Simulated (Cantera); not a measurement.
Input (Python, Cantera) and output of one run.

```python
import numpy as np
import cantera as ct

gas_names = """
    AL ALH ALN ALO ALOH ALO2 ALO2H AL2 AL2O AL2O2 H HALO HNO HNO2 HNO3 HO2 H2 H2O H2O2 N NH NH2 NH3
    NH2OH NO NO2 NO3 N2 N2H2 N2H4 N2O O OH O2 O3
""".split()
cond_names = """
    AL(cr) AL(L) ALN(s) AL2O3(a) AL2O3(L) H2O(s) H2O(L)
""".split()


# ... load() reads the species with a 1 bar reference pressure and builds the phases ...
atoms = {
    'Al': {'AL': 1},
    'NH3': {'N': 1, 'H': 3},
    'H2': {'H': 2},
    'N2O': {'N': 2, 'O': 1},
}
top_T = {'ALN(s)': 2750}  # K; cautious upper limits of use, not melting points


# ... equilibrate(T, P, feed) seeds the gas with the atoms and calls Mixture.equilibrate('TP', solver="vcs", rtol=1e-11, max_steps=5000) ...
results = []
feed = {'Al': 1, 'NH3': 0.32, 'H2': 40, 'N2O': 46}  # mol
P = 84  # Pa
for T in [1275, 1350, 1425, 1500, 1575, 1650, 1725, 1800, 1875, 1950]:
    mix = equilibrate(T, P, feed)
    results.append((T, P, feed, dict(zip(mix.species_names, mix.species_moles))))

top = {s: max(r[3][s] / sum(r[3][g] for g in gas_names) for r in results) for s in gas_names}
cols = sorted((s for s in top if top[s] > 1e-05), key=lambda s: -top[s])[:6]
seen = [c for c in cond_names if any(r[3].get(c, 0) > 1e-12 for r in results)]
print("log10 of partial pressures in bar; condensed amounts in mol")
print(f"{'T/K':>10s}" + "".join(f"{s[:9]:>10s}" for s in cols + seen))
for T, P, feed, n in results:
    ng = sum(n[g] for g in gas_names)
    print(f"{T:10.4g}" + "".join(f"{np.log10(max(n[s] / ng * P / 1e5, 1e-99)):10.3f}" for s in cols)
          + "".join(f"{n.get(c, 0):10.4g}" for c in seen))
```

It prints:

```
log10 of partial pressures in bar; condensed amounts in mol
       T/K        N2       H2O        O2        H2        OH         H  AL2O3(a)
      1275    -3.359    -3.416    -4.721    -8.314    -7.326   -10.289       0.5
      1350    -3.359    -3.416    -4.722    -7.745    -6.956    -9.496       0.5
      1425    -3.359    -3.416    -4.723    -7.236    -6.625    -8.784       0.5
      1500    -3.359    -3.417    -4.724    -6.778    -6.327    -8.143       0.5
      1575    -3.360    -3.417    -4.725    -6.363    -6.057    -7.563       0.5
      1650    -3.360    -3.419    -4.725    -5.987    -5.812    -7.035       0.5
      1725    -3.361    -3.421    -4.720    -5.647    -5.588    -6.555       0.5
      1800    -3.362    -3.426    -4.707    -5.342    -5.382    -6.117       0.5
      1875    -3.364    -3.435    -4.682    -5.071    -5.191    -5.719       0.5
      1950    -3.367    -3.449    -4.642    -4.836    -5.014    -5.359    0.4999
```

These are equilibrium values from Cantera (NASA tables, ideal gas, pure condensed phases), not measurements of a reactor.
